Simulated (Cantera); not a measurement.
A Cantera script and what it prints.

```python
import numpy as np
import cantera as ct

gas_names = """
    CL CL2 N N2 Pb PbCL PbCL2 PbCL4 Pb2
""".split()
cond_names = """
    Pb(cr) Pb(L) PbCL2(s) PbCL2(L)
""".split()


# ... load() reads the species with a 1 bar reference pressure and builds the phases ...
atoms = {
    'PbCl2': {'Pb': 1, 'CL': 2},
    'N2': {'N': 2},
}
top_T = {}  # K; cautious upper limits of use, not melting points


# ... equilibrate(T, P, feed) seeds the gas with the atoms and calls Mixture.equilibrate('TP', solver="vcs", rtol=1e-11, max_steps=5000) ...
results = []
feed = {'PbCl2': 1, 'N2': 210}  # mol
T = 1325  # K
P = 0.26  # Pa
mix = equilibrate(T, P, feed)
results.append((T, P, feed, dict(zip(mix.species_names, mix.species_moles))))
print(gas.report(threshold=1e-05))
for i in range(1, mix.n_phases):
    print(f"{mix.phase(i).name:16s} {mix.phase_moles(i):12.5e} mol")
```

Result:

```
       temperature   1325 K
          pressure   0.26 Pa
           density   6.8387e-07 kg/m^3
  mean mol. weight   28.977 kg/kmol
   phase of matter   gas

                          1 kg             1 kmol
                     ---------------   ---------------
          enthalpy        1.1652e+06        3.3763e+07  J
   internal energy        7.8497e+05        2.2746e+07  J
           entropy             11903         3.449e+05  J/K
    Gibbs function       -1.4606e+07       -4.2323e+08  J
 heat capacity c_p            1174.2             34025  J/K
 heat capacity c_v            887.27             25710  J/K

                      mass frac. Y      mole frac. X     chem. pot. / RT
                     ---------------   ---------------   ---------------
                CL         0.0093129         0.0076124           -28.531
                N2           0.95486           0.98768           -38.511
                Pb          0.021548         0.0030135            -23.83
              PbCL          0.013286         0.0015866           -52.361
             PbCL2        0.00098977        0.00010313           -80.892
     [   +4 minor]        1.5708e-06        6.3407e-07

Pb(L)             0.00000e+00 mol
PbCL2(L)          0.00000e+00 mol
```

Equilibrium computed with Cantera from the NASA thermochemical tables; the gas is ideal and each condensed phase is pure.
